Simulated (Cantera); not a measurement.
An adiabatic, constant-pressure homogeneous reactor starts with CH₄ : C₂H₆ : O₂ : N₂ = 1 : 0.045 : 1.8 : 6.76 (molar parts), at 1448 K and 0.987 atm.

Model: GRI-Mech 3.0 (53 species, 325 reactions), integrated in Cantera.

Problem. Predict: time of steepest temperature rise; temperature at 6.00 s; equilibrium temperature; x(O₂) at 6.00 s; x(NO₂) at 6.00 s; x(H₂O) at 6.00 s.

Solution. 
```json
{
 "time_of_steepest_temperature_rise": "0.857 ms",
 "temperature at 6.00 s": "2740 K",
 "equilibrium_temperature": "2740 K",
 "x(O₂) at 6.00 s": "0.00710 (gas-phase equilibrium 0.00710)",
 "x(NO₂) at 6.00 s": "7.38e-7 (gas-phase equilibrium 7.38e-7)",
 "x(H₂O) at 6.00 s": "0.161 (gas-phase equilibrium 0.161)"
}
```
